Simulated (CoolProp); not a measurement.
A simple Rankine cycle with R1336mzz(E): condensing at 303.15 K, boiler at 0.797 MPa, turbine inlet 361 K, turbine efficiency 0.65, pump efficiency 0.7, no recuperator. Each further row changes one setting.

Computed with CoolProp (reference Helmholtz-energy equation of state, Akasaka 2023).

```json
[
 {"case": "as stated", "thermal efficiency (%)": "6.5", "net work (kJ/kg)": "11.9", "heat in (kJ/kg)": "183", "turbine exit temperature (K)": "337.0", "volume ratio over the turbine": "3.70"},
 {"case": "turbine inlet 381 K", "thermal efficiency (%)": "6.4", "net work (kJ/kg)": "13.0", "heat in (kJ/kg)": "203", "turbine exit temperature (K)": "357.7", "volume ratio over the turbine": "3.61"},
 {"case": "condensing temperature 295.15 K", "thermal efficiency (%)": "7.6", "net work (kJ/kg)": "14.7", "heat in (kJ/kg)": "193", "turbine exit temperature (K)": "332.8", "volume ratio over the turbine": "4.90"},
 {"case": "boiler pressure 0.558 MPa", "thermal efficiency (%)": "4.8", "net work (kJ/kg)": "9.01", "heat in (kJ/kg)": "187", "turbine exit temperature (K)": "345.1", "volume ratio over the turbine": "2.49"},
 {"case": "turbine efficiency 0.55", "thermal efficiency (%)": "5.5", "net work (kJ/kg)": "9.99", "heat in (kJ/kg)": "183", "turbine exit temperature (K)": "339.2", "volume ratio over the turbine": "3.73"}
]
```
